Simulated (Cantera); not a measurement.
## Fluorocarbon and chlorocarbon gases: CF4 + H2

Input: 1 mol CF4, 8.6 mol H2, held at 5.70 Pa.

These are equilibrium values from Cantera (NASA tables, ideal gas, pure condensed phases), not measurements of a reactor. Candidate condensed phases: C, C6H6, C7H8, C8H18; 110 gas species. Ions and electrons are included (thermal ionisation). Equilibrium is a limit: real reactors are often held back by kinetics, nucleation or transport.

| T (K) | x H | x H2 | x HF | x F | x C | x C3 | x e- | n C(graphite) |
|---|---|---|---|---|---|---|---|---|
| 2000 | 0.152 | 0.499 | 0.349 | 4.37e-5 | 5.34e-7 | 4.86e-7 | <1e-12 | 0.991 |
| 2500 | 0.704 | 0.0446 | 0.230 | 0.00759 | 0.00292 | 0.00872 | 7.75e-9 | 0.443 |
| 3000 | 0.766 | 0.00134 | 0.0414 | 0.146 | 0.0420 | 0.000579 | 6.29e-7 | 0 |
| 3500 | 0.774 | 9.80e-5 | 0.00168 | 0.179 | 0.0450 | 3.30e-7 | 4.49e-6 | 0 |
| 4000 | 0.775 | 1.35e-5 | 0.000129 | 0.180 | 0.0450 | 1.03e-9 | 4.81e-5 | 0 |
| 4500 | 0.774 | 2.86e-6 | 1.74e-5 | 0.180 | 0.0447 | 1.14e-11 | 0.000341 | 0 |
| 5000 | 0.773 | 8.24e-7 | 3.46e-6 | 0.180 | 0.0434 | <1e-12 | 0.00165 | 0 |
x: gas mole fraction; n: condensed amount in mol.

From 2000 K to 2500 K the condensed part is C(graphite). From 3000 K to 5000 K nothing is condensed. The main C-bearing gas is C2H2 (acetylene) at 2000 K and C at 5000 K.
